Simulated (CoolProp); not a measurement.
Oxygen at 293.15 K and 0.146 MPa is throttled through a valve to 0.0467 MPa with no heat exchange. Each further row changes one setting.

Model: reference Helmholtz-energy equation of state, Schmidt 1985, in CoolProp.

```json
[
 {"case": "as stated", "temperature change (K)": "-0.3", "final density (kg/m³)": "[?]"},
 {"case": "outlet pressure 0.014 MPa", "temperature change (K)": "-0.4", "final density (kg/m³)": "[?]"},
 {"case": "outlet pressure 0.0607 MPa", "temperature change (K)": "-0.2", "final density (kg/m³)": "[?]"}
]
```

Question: Fill in the missing entries.

Answer: 
- as stated, final density (kg/m³): 0.614
- outlet pressure 0.014 MPa, final density (kg/m³): 0.184
- outlet pressure 0.0607 MPa, final density (kg/m³): 0.798
